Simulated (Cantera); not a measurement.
Feed: 1 mol BF3, 0.64 mol N2, held at 2075 K and 1000 Pa.

Method: chemical equilibrium by Gibbs-energy minimisation in Cantera with the NASA 1993 tables (ideal gas, pure condensed phases). Candidate condensed phases: B, BN; 13 gas species. The tables' values for BF2 are old estimates; treat these amounts as uncertain. Rates play no part.

Base state: BF3 0.608, N2 0.390, F 0.00132, BF2 0.00132 (mole fractions); condensed: gas only.

What changes in the equilibrium state with this change: pressure from 1000 Pa to 2600 Pa?


```csv
species,before,after
BF3,0.608,0.608
N2,0.390,0.390
F,0.00132,0.000821
BF2,0.00132,0.000820
```
